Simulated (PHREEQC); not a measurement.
Solution (25 °C): 120 mmol/kgw HF, 0.6 mmol/kgw NH4F, 4.7 mmol/kgw (NH4)2SiF6 and 0.13 mmol/kgw H2SO4. Closed to the air; pH follows from the charge balance.

The numbers come from PHREEQC with the ion-association model, phreeqc.dat.

The ionic strength comes out as 0.0261 mol/kgw. What activity coefficients do NH4+, SiF6-2, H+, HF2-, F- get?

NH4+ 0.85, SiF6-2 0.55, H+ 0.88, HF2- 0.86, F- 0.85.

No solid was allowed to form. SiF6-2 is the database's only silicon fluoride.
